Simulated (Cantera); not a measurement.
Input (Python, Cantera) and output of one run.

```python
import numpy as np
import cantera as ct

gas_names = """
    SiC4H12 SiC2 C2H2,acetylene SiH2 CH4 Si2C H
""".split()
cond_names = """
    Si(cr) Si(L)
""".split()


# ... load() reads the species with a 1 bar reference pressure and builds the phases ...
species = {s.name: s for s in load("nasa_gas.yaml", gas_names) + load("nasa_condensed.yaml", cond_names)}
# Each term lists the table entries of one substance; the one whose range holds T is used.
reactions = {
    'Si(CH3)4(g) + 4 SiC2(g) = 6 C2H2(g) + 5 Si':
        [(-1, ['SiC4H12']), (-4, ['SiC2']), (6, ['C2H2,acetylene']), (5, ['Si(cr)', 'Si(L)'])],
    '2 SiH2(g) + CH4(g) = Si2C(g) + 8 H(g)':
        [(-2, ['SiH2']), (-1, ['CH4']), (1, ['Si2C']), (8, ['H'])],
}


def pick(names, T):
    return next(species[n] for n in names if species[n].thermo.min_temp <= T <= species[n].thermo.max_temp)


results = []
for label, terms in reactions.items():
    print(label)
    print("     T/K   dH/kJ  dS/(J/K)   dG/kJ   log10 K")
    for T in [1723, 1773, 1823, 1873, 1923, 1973, 2023, 2073, 2123, 2173]:
        used = [(nu, pick(names, T)) for nu, names in terms]
        dH = sum(nu * s.thermo.h(T) for nu, s in used) / 1e6
        dS = sum(nu * s.thermo.s(T) for nu, s in used) / 1e3
        dG = dH - T * dS / 1e3
        logK = -dG * 1e6 / (ct.gas_constant * T * np.log(10))
        results.append((label, T, dH, dS, dG, logK, [s.name for _, s in used]))
        print(f"{T:8g} {dH:8.1f} {dS:8.1f} {dG:8.1f} {logK:8.2f}")
```

It prints:

```
Si(CH3)4(g) + 4 SiC2(g) = 6 C2H2(g) + 5 Si
     T/K   dH/kJ  dS/(J/K)   dG/kJ   log10 K
    1723   -504.4    206.2   -859.7    26.06
    1773   -503.2    206.9   -870.0    25.63
    1823   -502.0    207.6   -880.4    25.23
    1873   -500.7    208.2   -890.8    24.84
    1923   -499.5    208.9   -901.2    24.48
    1973   -498.3    209.5   -911.7    24.14
    2023   -497.1    210.1   -922.2    23.81
    2073   -495.9    210.7   -932.7    23.50
    2123   -494.7    211.3   -943.2    23.21
    2173   -493.5    211.8   -953.8    22.93
2 SiH2(g) + CH4(g) = Si2C(g) + 8 H(g)
     T/K   dH/kJ  dS/(J/K)   dG/kJ   log10 K
    1723   1930.1    665.2    783.9   -23.76
    1773   1930.8    665.7    750.6   -22.11
    1823   1931.6    666.1    717.3   -20.55
    1873   1932.3    666.4    684.0   -19.08
    1923   1932.9    666.8    650.7   -17.67
    1973   1933.5    667.1    617.3   -16.34
    2023   1934.1    667.4    584.0   -15.08
    2073   1934.6    667.6    550.6   -13.87
    2123   1935.1    667.9    517.2   -12.73
    2173   1935.6    668.1    483.8   -11.63
```

Standard-state values (1 bar) from the NASA 1993 polynomials, evaluated with Cantera. Condensed species are held in their standard states even where they would react or evaporate.
